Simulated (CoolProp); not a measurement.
The fluid at 293.15 K and 0.239 MPa expands adiabatically to 0.0327 MPa with isentropic efficiency 0.8. The same conditions are run with several fluids, on thermodynamics alone (safety and materials aside).

Computed with CoolProp (reference Helmholtz-energy equation of state of each fluid (R227EA: Lemmon 2016; R507A: Lemmon 2003; sulfur hexafluoride: Guder 2009; ethane: Bücker 2006)). Blends and air are pseudo-pure fits.

```json
[
 {"fluid": "R227EA", "work (kJ/kg)": "20.5", "final temperature (K)": "262.2", "final density (kg/m³)": "2.59"},
 {"fluid": "R507A", "work (kJ/kg)": "34.4", "final temperature (K)": "246.8", "final density (kg/m³)": "1.59"},
 {"fluid": "sulfur hexafluoride", "work (kJ/kg)": "23.8", "final temperature (K)": "252.7", "final density (kg/m³)": "2.29"},
 {"fluid": "ethane", "work (kJ/kg)": "108", "final temperature (K)": "223.4", "final density (kg/m³)": "0.533"}
]
```
